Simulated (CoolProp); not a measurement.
R115 at several states: Z from the reference equation and from simpler models built on Tc = 80.0 °C, pc = 31.29 bar, ω = 0.248; each cubic takes its own stable root.

Computed with CoolProp (reference Helmholtz-energy equation of state, Lemmon 2016).

```csv
T (°C),p (bar),phase,reference,van der Waals,Redlich-Kwong,Soave-Redlich-Kwong,Peng-Robinson
8.85,122,liquid,0.5593,0.8151,0.5943,___,0.5164
128.55,35.6,supercritical,___,___,0.6899,0.7240,___
140.05,1.28,gas,0.9921,0.9917,0.9912,0.9920,0.9907
17.25,22.4,liquid,0.1071,0.1688,0.1207,0.1155,0.1020
101.45,14.5,gas,0.8616,0.8668,0.8549,0.8600,___
```

Problem. Complete the blanks.

Solution. 
- 8.85, Soave-Redlich-Kwong: 0.5806
- 128.55, reference: 0.7104
- 128.55, van der Waals: 0.6798
- 128.55, Peng-Robinson: 0.6944
- 101.45, Peng-Robinson: 0.8444
